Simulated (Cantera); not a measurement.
Input: 1 mol CH₃F, 1.8 mol H₂, 0.14 mol Si, equilibrated at 627 °C and 5.40 Pa.

These are equilibrium values from Cantera (NASA tables, ideal gas, pure condensed phases), not measurements of a reactor. Candidate condensed phases: C, C₆H₆, C₇H₈, C₈H₁₈, Si, SiC; 113 gas species. The numbers say what is thermodynamically allowed, not how fast it happens.

Base state: H₂ 0.842, HF 0.120, SiF₄ 0.0383, CH₄ 1.19e-5 (mole fractions); condensed: C(graphite).

**Question.** What changes in the equilibrium state with this change: Si from 0.14 to 1.4 mol?

**Answer.** 
```json
[
 {"species": "H₂", "before": "0.842", "after": "0.929"},
 {"species": "SiF₄", "before": "0.0383", "after": "0.0695"},
 {"species": "SiHF₃", "before": "9.32e-8", "after": "0.00103"},
 {"species": "HF", "before": "0.120", "after": "2.18e-5"},
 {"species": "SiF₃", "before": "1.80e-8", "after": "0.000189"},
 {"species": "CH₄", "before": "1.19e-5", "after": "2.14e-9"},
 {"species": "C(graphite), mol", "before": "1.000", "after": "0"},
 {"species": "Si(s), mol", "before": "0", "after": "0.149"},
 {"species": "SiC(s), mol", "before": "0", "after": "1.00"}
]
```
The tables' values for SiF₃ are old estimates; treat these amounts as uncertain.

**Question.** What changes in the equilibrium state with this change: Si from 0.14 to 0.078 mol?

**Answer.** 
| species | before | after |
|---|---|---|
| H₂ | 0.842 | 0.794 |
| HF | 0.120 | 0.185 |
| SiF₄ | 0.0383 | 0.0210 |
| CH₄ | 1.19e-5 | 1.06e-5 |
| C(graphite), mol | 1.000 | 1.000 |
